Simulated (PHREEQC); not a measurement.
Metal-bearing waste water: an equilibrium model

Solution (25 °C): 0.13 mol/kgw NiSO4, 0.026 mol/kgw NiCl2 and 0.14 mol/kgw HCl. Closed to the air; pH follows from the charge balance.

Equilibrium calculation in PHREEQC: ion-association model, wateq4f.dat.

Each row changes one thing in this solution. Precipitation was switched off in this run.

```csv
case,pH,ionic strength (mol/kgw),Cl- (mol/kgw),Ni+2 (mol/kgw),HSO4- (mol/kgw),NiSO4 (mol/kgw),SI of Morenosite (NiSO4:7H2O)
as made,1.22,0.436,0.174,0.104,0.0610,0.0367,-1.35
temperature from 25 to 70 °C,1.35,0.431,0.175,0.114,…,0.0283,-1.89
0.033 mol/kgw NaHCO3 added,1.36,0.439,0.175,0.101,0.0505,0.0408,-1.30
NiCl2 from 0.026 to 0.013 mol/kgw,1.22,0.408,0.152,0.0961,0.0622,0.0352,-1.37
HCl replaced by MgCl2 at the same molality,5.84,0.618,0.299,0.0914,…,0.0392,…
HCl from 0.14 to 0.21 mol/kgw,0.99,0.494,0.235,0.106,0.0770,0.0278,-1.47
HCl from 0.14 to 0.7 mol/kgw,0.36,0.873,0.650,0.0796,0.112,0.00746,-2.05
NiSO4 replaced by Li2SO4 at the same molality,1.27,0.410,0.189,0.0160,0.0706,0.00746,-2.05
temperature from 25 to 10 °C,1.19,0.442,0.174,0.103,0.0556,0.0378,-1.16
```

**Question.** Some entries are withheld; supply them.

**Answer.** 
- temperature from 25 to 70 °C, HSO4- (mol/kgw): 0.0811
- HCl replaced by MgCl2 at the same molality, HSO4- (mol/kgw): 1.79e-6
- HCl replaced by MgCl2 at the same molality, SI of Morenosite (NiSO4:7H2O): -1.31

The ionic strength passes 0.7 mol/kgw, the rough limit of the ion-association models, in HCl from 0.14 to 0.7 mol/kgw. Away from 25 °C the constants follow the database's enthalpies or fits; those with neither stay at their 25 °C values.
